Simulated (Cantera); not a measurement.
Feed: 1 mol Ta₂O₅, 0.81 mol CH₄, 0.89 mol CO, at 9.80 bar.

Cantera equilibrium calculation (NASA polynomials, part measured and part estimated; ideal gas, pure solids and liquids). Candidate condensed phases: C, C₆H₆, C₇H₈, C₈H₁₈, H₂O, Ta, TaC, Ta₂O₅; 113 gas species. Mutual solubility and eutectic melting of coexisting phases are not modelled. TaC: taken at fixed stoichiometry. Condensed phases not in the tables: Ta₂C. Equilibrium is a limit: real reactors are often held back by kinetics, nucleation or transport.

log p: log10 of the partial pressure in bar; n: condensed amount in mol.

| T (K) | log p H₂ | log p CO | log p H₂O | log p H | log p CO₂ | log p TaO₂ | n TaC(s) | n Ta₂O₅(s) | n Ta₂O₅(l) |
|---|---|---|---|---|---|---|---|---|---|
| 1948 | 0.71 | 0.67 | -1.15 | -2.59 | -1.84 | -6.87 | 0.239 | 0.881 | 0 |
| 1998 | 0.71 | 0.67 | -1.14 | -2.44 | -1.84 | -6.44 | 0.239 | 0.880 | 0 |
| 2048 | 0.71 | 0.67 | -1.12 | -2.30 | -1.84 | -6.04 | 0.240 | 0.880 | 0 |
| 2098 | 0.71 | 0.67 | -1.11 | -2.16 | -1.85 | -5.67 | 0.240 | 0 | 0.880 |
| 2148 | 0.70 | 0.67 | -1.11 | -2.03 | -1.86 | -5.34 | 0.240 | 0 | 0.880 |
| 2198 | 0.70 | 0.67 | -1.11 | -1.90 | -1.87 | -5.02 | 0.240 | 0 | 0.880 |
| 2248 | 0.70 | 0.67 | -1.10 | … | -1.88 | … | 0.240 | 0 | 0.880 |
| 2298 | 0.70 | 0.67 | -1.10 | -1.67 | -1.89 | -4.42 | 0.240 | 0 | 0.880 |
| 2348 | 0.70 | 0.67 | -1.10 | -1.56 | -1.90 | -4.14 | 0.240 | 0 | 0.880 |
| 2398 | 0.70 | 0.67 | -1.10 | -1.45 | -1.90 | -3.88 | 0.240 | 0 | 0.880 |
| 2448 | 0.70 | 0.66 | -1.09 | -1.35 | -1.91 | -3.63 | 0.240 | 0 | 0.880 |
| 2498 | 0.70 | 0.66 | -1.09 | … | -1.92 | … | 0.240 | 0 | 0.880 |
| 2548 | 0.70 | 0.66 | -1.09 | -1.16 | -1.93 | -3.16 | 0.240 | 0 | 0.880 |

### Question
What belongs in the gaps?

### Answer

- 2498, log p H: -1.25
- 2498, log p TaO₂: -3.39
- 2248, log p H: -1.78
- 2248, log p TaO₂: -4.71
